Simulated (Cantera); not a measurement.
A Cantera script and what it prints.

```python
import numpy as np
import cantera as ct

gas_names = [...]  # 140 gases of nasa_gas.yaml made of C, Fe, H, N, O
cond_names = """
    C(gr) C6H6(L) C7H8(L) C8H18(L),n-octa Fe(a) Fe(c) Fe(d) Fe(L) FeC5O5(L) FeO(s) FeO(L) Fe(OH)2(s)
    Fe(OH)3(s) Fe2O3(s) Fe3O4(s) H2O(s) H2O(L)
""".split()


# ... load() reads the species with a 1 bar reference pressure and builds the phases ...
atoms = {
    'Fe(CO)5': {'Fe': 1, 'C': 5, 'O': 5},
    'H2': {'H': 2},
    'N2': {'N': 2},
}
top_T = {'C(gr)': 4500, 'Fe2O3(s)': 1830, 'Fe3O4(s)': 1870}  # K; cautious upper limits of use, not melting points


# ... equilibrate(T, P, feed) seeds the gas with the atoms and calls Mixture.equilibrate('TP', solver="vcs", rtol=1e-11, max_steps=5000) ...
results = []
feed = {'Fe(CO)5': 1, 'H2': 2.1, 'N2': 3.8}  # mol
T = 1300  # K
P = 1000  # Pa
mix = equilibrate(T, P, feed)
results.append((T, P, feed, dict(zip(mix.species_names, mix.species_moles))))
x = sorted(zip(gas.X, gas.species_names), reverse=True)
print(f"T = {T:g} K  P = {P:g} Pa  gas = {mix.phase_moles(0):.4g} mol")
print("   x: " + "  ".join(f"{s} {v:.3e}" for v, s in x if v > 1e-06))
print("   condensed (mol): " + ("  ".join(f"{mix.phase(i).name} {mix.phase_moles(i):.4g}"
      for i in range(1, mix.n_phases) if mix.phase_moles(i) > 1e-12) or "none"))
```

It prints:

```
T = 1300 K  P = 1000 Pa  gas = 10.9 mol
   x: CO 4.587e-01  N2 3.486e-01  H2 1.926e-01  HCN 3.089e-05  CO2 1.890e-05  H2O 1.399e-05  H 4.855e-06  CH4 1.680e-06
   condensed (mol): Fe(c) 1
```

Method: chemical equilibrium by Gibbs-energy minimisation in Cantera with the NASA 1993 tables (ideal gas, pure condensed phases).
